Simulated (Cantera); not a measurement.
Cantera run:

```python
import numpy as np
import cantera as ct

gas_names = """
    B BF BF2 BF3 BN B2 F F2 N NF NF2 NF3 N2
""".split()
cond_names = """
    B(b) B(L) BN(s)
""".split()


# ... load() reads the species with a 1 bar reference pressure and builds the phases ...
atoms = {
    'BN': {'B': 1, 'N': 1},
    'NF3': {'N': 1, 'F': 3},
}
top_T = {'BN(s)': 3200}  # K; cautious upper limits of use, not melting points


# ... equilibrate(T, P, feed) seeds the gas with the atoms and calls Mixture.equilibrate('TP', solver="vcs", rtol=1e-11, max_steps=5000) ...
results = []
feed = {'BN': 1, 'NF3': 12}  # mol
T = 1473.15  # K
P = 13332.2  # Pa
mix = equilibrate(T, P, feed)
results.append((T, P, feed, dict(zip(mix.species_names, mix.species_moles))))
print(gas.report(threshold=0.0001))
for i in range(1, mix.n_phases):
    print(f"{mix.phase(i).name:16s} {mix.phase_moles(i):12.5e} mol")
```

It prints:

```
       temperature   1473.2 K
          pressure   13332 Pa
           density   0.023909 kg/m^3
  mean mol. weight   21.966 kg/kmol
   phase of matter   gas

                          1 kg             1 kmol
                     ---------------   ---------------
          enthalpy        2.9081e+06        6.3879e+07  J
   internal energy        2.3505e+06         5.163e+07  J
           entropy             10402         2.285e+05  J/K
    Gibbs function       -1.2416e+07       -2.7273e+08  J
 heat capacity c_p            1136.7             24968  J/K
 heat capacity c_v            758.15             16653  J/K

                      mass frac. Y      mole frac. X     chem. pot. / RT
                     ---------------   ---------------   ---------------
               BF3          0.077329          0.025051           -135.16
                 F           0.68981           0.79755           -16.972
                F2          0.025192          0.014563           -33.945
                N2           0.20767           0.16283           -29.787
     [   +9 minor]        1.7147e-06        6.2199e-07

B(b)              0.00000e+00 mol
BN(s)             0.00000e+00 mol
```

Method: chemical equilibrium by Gibbs-energy minimisation in Cantera with the NASA 1993 tables (ideal gas, pure condensed phases).
